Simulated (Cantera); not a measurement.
Cantera with NASA thermochemical tables; ideal gases at 1 bar, condensed phases pure. Values are per mole of reaction as written; species without (g) are pure solids or liquids, kept so even where they would boil at 1 bar.

Problem. Between 300 and 1075 K, where is each reaction favourable under standard conditions?
- N(g) + 3 H2(g) + 2 CrO3(g) ⇌ Cr2N + 6 OH(g)

Solution. 
- N(g) + 3 H2(g) + 2 CrO3(g) ⇌ Cr2N + 6 OH(g): ΔG° is 197 kJ at 300 K and 121 kJ at 1075 K; it stays positive (K < 1). ΔH° is 229 kJ and ΔS° 100 J/K at 1075 K.
